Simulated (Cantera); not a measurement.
What does this Cantera script print?

```python
import numpy as np
import cantera as ct

gas_names = [...]  # 136 gases of nasa_gas.yaml made of C, H, N, O
cond_names = """
    C(gr) C6H6(L) C7H8(L) C8H18(L),n-octa H2O(s) H2O(L)
""".split()


# ... load() reads the species with a 1 bar reference pressure and builds the phases ...
atoms = {
    'n-butane': {'C': 4, 'H': 10},
    'O2': {'O': 2},
    'NH3': {'N': 1, 'H': 3},
}
top_T = {'C(gr)': 4500}  # K; cautious upper limits of use, not melting points


# ... equilibrate(T, P, feed) seeds the gas with the atoms and calls Mixture.equilibrate('TP', solver="vcs", rtol=1e-11, max_steps=5000) ...
results = []
feed = {'n-butane': 1, 'O2': 0.54, 'NH3': 0.71}  # mol
P = 101325  # Pa
for T in [698, 848, 998, 1148, 1298, 1448, 1598]:
    mix = equilibrate(T, P, feed)
    results.append((T, P, feed, dict(zip(mix.species_names, mix.species_moles))))

top = {s: max(r[3][s] / sum(r[3][g] for g in gas_names) for r in results) for s in gas_names}
cols = sorted((s for s in top if top[s] > 1e-06), key=lambda s: -top[s])[:6]
seen = [c for c in cond_names if any(r[3].get(c, 0) > 1e-12 for r in results)]
print("log10 of partial pressures in bar; condensed amounts in mol")
print(f"{'T/K':>10s}" + "".join(f"{s[:9]:>10s}" for s in cols + seen))
for T, P, feed, n in results:
    ng = sum(n[g] for g in gas_names)
    print(f"{T:10.4g}" + "".join(f"{np.log10(max(n[s] / ng * P / 1e5, 1e-99)):10.3f}" for s in cols)
          + "".join(f"{n.get(c, 0):10.4g}" for c in seen))
```

Result:

```
log10 of partial pressures in bar; condensed amounts in mol
       T/K        H2       CH4       H2O        CO        N2       CO2     C(gr)
       698    -0.637    -0.326    -0.678    -2.701    -1.092    -1.760     1.848
       848    -0.247    -0.687    -0.901    -1.523    -1.190    -1.687     2.592
       998    -0.123    -1.257    -1.467    -0.954    -1.280    -2.137     2.826
      1148    -0.096    -1.817    -2.263    -0.848    -1.310    -3.087     2.855
      1298    -0.090    -2.279    -2.959    -0.837    -1.317    -3.950      2.89
      1448    -0.088    -2.653    -3.520    -0.836    -1.319    -4.643     2.905
      1598    -0.087    -2.958    -3.976    -0.836    -1.320    -5.201     2.909
```

Cantera equilibrium calculation (NASA polynomials, part measured and part estimated; ideal gas, pure solids and liquids).
